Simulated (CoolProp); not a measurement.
Aqueous ethylene glycol as a coolant, 31 % by mass, freezing at -15.4 °C, 1 atm.

Model: Melinder's fits for secondary coolants, in CoolProp.

| T (°C) | viscosity (mPa s) | density (kg/m³) | cp (kJ/(kg K)) | conductivity (W/(m K)) |
|---|---|---|---|---|
| -13.9 | 8.03 | 1050 | 3.591 | 0.429 |
| -8.8 | 6.38 | 1049 | 3.608 | 0.434 |
| -3.7 | 5.14 | 1048 | 3.625 | 0.439 |
| 1.4 | 4.19 | 1046 | 3.641 | 0.444 |
| 6.5 | 3.47 | 1045 | 3.657 | 0.448 |
| 11.6 | 2.91 | 1043 | 3.673 | 0.453 |
| 16.8 | 2.45 | 1041 | 3.689 | 0.458 |
| 21.9 | 2.10 | 1039 | 3.705 | 0.463 |
| 27 | 1.82 | 1036 | 3.720 | 0.467 |
| 32.1 | 1.59 | 1034 | 3.735 | 0.472 |
| 37.2 | 1.40 | 1032 | 3.750 | 0.476 |
